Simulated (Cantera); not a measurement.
An isothermal, constant-pressure homogeneous reactor starts with 1.28 % C₂H₆, 98.7 % N₂, at 1973 K and 0.000247 atm.

Detailed kinetics in Cantera: GRI-Mech 3.0 (53 species, 325 reactions). GRI-Mech 3.0 stops at C3 and has no aromatics, soot or wall deposition, so with more carbon than oxygen in the feed, carbon stays in small species such as C2H2 where larger ones or solid carbon would form. Radical loss at walls, strong at low pressure, is not modelled.

x: mole fraction; the columns are a selection and need not sum to one.

```
t (s)       x C₂H₆      x H₂     x CH₃     x CH₄    x C₂H₂
--------  --------  --------  --------  --------  --------
0.000100    0.0125   1.56e-8  0.000728   1.66e-7  3.73e-12
0.000323    0.0117   1.97e-7   0.00227   1.70e-6  1.73e-10
0.00104    0.00945   5.31e-6   0.00655   1.66e-5   1.37e-8
0.00337    0.00466  0.000227    0.0144  0.000137   3.09e-6
0.0109    0.000275   0.00396    0.0147  0.000667  0.000905
0.0352     3.86e-7    0.0152   0.00441   0.00125   0.00711
0.114          ___    0.0215       ___       ___    0.0110
0.367      5.29e-9    0.0233  0.000376  0.000519    0.0119
1.19      9.29e-10    0.0241  0.000150  0.000256    0.0122
3.83      1.33e-10    0.0244       ___       ___    0.0123
12.4      9.00e-12    0.0246   1.47e-5   2.48e-5    0.0123
40.0        <1e-12    0.0245   1.15e-6   1.60e-6    0.0123
```

Question: What belongs in the gaps?

Answer: 
- 0.114, x C₂H₆: 3.38e-8
- 0.114, x CH₃: 0.00106
- 0.114, x CH₄: 0.000954
- 3.83, x CH₃: 5.59e-5
- 3.83, x CH₄: 0.000102
